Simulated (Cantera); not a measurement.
## Diamond growth

A diamond (100) surface in a fixed gas of H2 with x(CH4) = 0.012, x(CH3) = 0.00055, at 1173 K, 33.8 Torr; coverages are run to steady state.

Detailed kinetics in Cantera: the Harris–Goodwin 1993 mechanism for the reconstructed diamond (100) surface.

```
x(H)     growth (µm/h)  θ c6HH  θ c6H*  θ c6*H   θ c6**   θ c6HM
-------  -------------  ------  ------  ------  -------  -------
0.0001           0.338   0.598  0.0259   0.350  0.00398  0.00866
0.0002           0.732   0.535  0.0298   0.402  0.00759   0.0106
0.00039           1.39   0.496  0.0321   0.433   0.0121   0.0122
0.00076           2.45   0.473  0.0333   0.451   0.0167   0.0132
0.0015            4.16   0.460  0.0341   0.460   0.0207   0.0133
0.0029            6.69   0.454  0.0345   0.466   0.0234   0.0123
0.0058            10.3   0.452  0.0349   0.470   0.0252   0.0102
0.011             14.2   0.452  0.0352   0.474   0.0262  0.00770
0.022             18.1   0.453  0.0355   0.476   0.0268  0.00502
```
θ: site fractions in the mechanism's names (c6HH fully hydrogenated, c6H* and c6*H radical sites, c6** diradical, c6HM methylated).
